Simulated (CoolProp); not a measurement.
R125 at 293.15 K and 9.76 MPa flows at 4.8 m/s in a round tube of 10 mm bore and 1.5 µm roughness, fully developed (64/Re and Nu = 3.66 if laminar; Colebrook and Gnielinski if turbulent). Each further row changes one setting.

Computed with CoolProp (reference Helmholtz-energy equation of state, Lemmon 2005).

```json
[
 {"case": "as stated", "Reynolds number": "325000", "Darcy friction factor": "0.0157", "pressure drop (Pa/m)": "23500", "heat-transfer coefficient (W/(m² K))": "8780", "mass flow (kg/h)": "1760"},
 {"case": "velocity 9.6 m/s", "Reynolds number": "651000", "Darcy friction factor": "0.0146", "pressure drop (Pa/m)": "87300", "heat-transfer coefficient (W/(m² K))": "16600", "mass flow (kg/h)": "3520"},
 {"case": "diameter 20 mm", "Reynolds number": "651000", "Darcy friction factor": "0.0137", "pressure drop (Pa/m)": "10200", "heat-transfer coefficient (W/(m² K))": "7880", "mass flow (kg/h)": "7050"}
]
```

Viscosity comes from a separate model (Huber 2006). Thermal conductivity comes from a separate model (Perkins 2006).
